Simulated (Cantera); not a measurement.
**PbF₂ + H₂ + N₂ + HF (halide evaporation, hydrolysis and transport)**

Feed: 1 mol PbF₂, 14 mol H₂, 4.1 mol N₂, 1.8 mol HF, held at 977 °C and 12.0 mbar.

Method: chemical equilibrium by Gibbs-energy minimisation in Cantera with the NASA 1993 tables (ideal gas, pure condensed phases). Candidate condensed phases: Pb, PbF₂; 26 gas species. The numbers say what is thermodynamically allowed, not how fast it happens.

```yaml
x(H₂): 0.594
x(N₂): 0.187
x(HF): 0.173
x(Pb): 0.0456
x(PbF): 2.69e-5
x(H): 3.40e-6
x(Pb₂): 1.14e-6
gas_amount: 21.90 mol
log10 activity of Pb(l) (absent): -0.39
```
